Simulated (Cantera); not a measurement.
Cantera run:

```python
import numpy as np
import cantera as ct

gas_names = """
    B BF BF2 BF3 BN B2 F F2 N NF NF2 NF3 N2
""".split()
cond_names = """
    B(b) B(L) BN(s)
""".split()


def load(file, names, dense=False):
    # The tables refer to 1 bar. Condensed volumes are neglected.
    table = {s.name: s for s in ct.Species.list_from_file(file)}
    out = []
    for n in names:
        d = dict(table[n].input_data)
        d["thermo"] = dict(d["thermo"], **{"reference-pressure": 1e5})
        if dense:
            d["equation-of-state"] = {"model": "constant-volume", "density": "1e6 g/cm^3"}
        out.append(ct.Species.from_dict(d))
    return out


gas = ct.Solution(thermo="ideal-gas", species=load("nasa_gas.yaml", gas_names))
cond = {s.name: ct.Solution(thermo="fixed-stoichiometry", species=[s], name=s.name)
        for s in load("nasa_condensed.yaml", cond_names, dense=True)}
atoms = {
    'BF3': {'B': 1, 'F': 3},
    'N2': {'N': 2},
}
top_T = {'BN(s)': 3200}  # K; cautious upper limits of use, not melting points


def equilibrate(T, P, feed):
    n = {}
    for name, mol in feed.items():
        for a, k in atoms[name].items():
            n[a] = n.get(a, 0.0) + k * mol
    gas.TPX = T, P, n
    mass = sum(n.values()) * gas.mean_molecular_weight
    gas.equilibrate("TP")
    valid = [c for c in cond.values() if c.min_temp <= T <= top_T.get(c.name, c.max_temp)]
    mix = ct.Mixture([(gas, mass / gas.mean_molecular_weight)] + [(c, 0.0) for c in valid])
    mix.T, mix.P = T, P
    mix.equilibrate("TP", solver="vcs", rtol=1e-11, max_steps=5000)
    return mix


results = []
feed = {'BF3': 1, 'N2': 29}  # mol
P = 1000  # Pa
for T in [1500, 1575, 1650, 1725, 1800, 1875, 1950, 2025, 2100, 2175, 2250, 2325, 2400]:
    mix = equilibrate(T, P, feed)
    results.append((T, P, feed, dict(zip(mix.species_names, mix.species_moles))))

top = {s: max(r[3][s] / sum(r[3][g] for g in gas_names) for r in results) for s in gas_names}
cols = sorted((s for s in top if top[s] > 1e-05), key=lambda s: -top[s])[:7]
seen = [c for c in cond_names if any(r[3].get(c, 0) > 1e-12 for r in results)]
print("log10 of partial pressures in bar; condensed amounts in mol")
print(f"{'T/K':>10s}" + "".join(f"{s[:9]:>10s}" for s in cols + seen))
for T, P, feed, n in results:
    ng = sum(n[g] for g in gas_names)
    print(f"{T:10.4g}" + "".join(f"{np.log10(max(n[s] / ng * P / 1e5, 1e-99)):10.3f}" for s in cols)
          + "".join(f"{n.get(c, 0):10.4g}" for c in seen))
```

Result:

```
log10 of partial pressures in bar; condensed amounts in mol
       T/K        N2       BF3         F       BF2        BF
      1500    -2.015    -3.477    -8.535    -8.535   -13.153
      1575    -2.015    -3.477    -8.014    -8.014   -12.228
      1650    -2.015    -3.477    -7.541    -7.542   -11.387
      1725    -2.015    -3.477    -7.110    -7.110   -10.619
      1800    -2.015    -3.477    -6.714    -6.715    -9.915
      1875    -2.015    -3.478    -6.350    -6.351    -9.268
      1950    -2.015    -3.478    -6.014    -6.016    -8.671
      2025    -2.015    -3.480    -5.703    -5.707    -8.118
      2100    -2.015    -3.482    -5.415    -5.421    -7.606
      2175    -2.015    -3.487    -5.147    -5.156    -7.130
      2250    -2.015    -3.494    -4.898    -4.912    -6.688
      2325    -2.016    -3.506    -4.666    -4.688    -6.277
      2400    -2.016    -3.526    -4.451    -4.483    -5.896
```

Cantera equilibrium calculation (NASA polynomials, part measured and part estimated; ideal gas, pure solids and liquids). The tables' values for BF2 are old estimates; treat these amounts as uncertain.
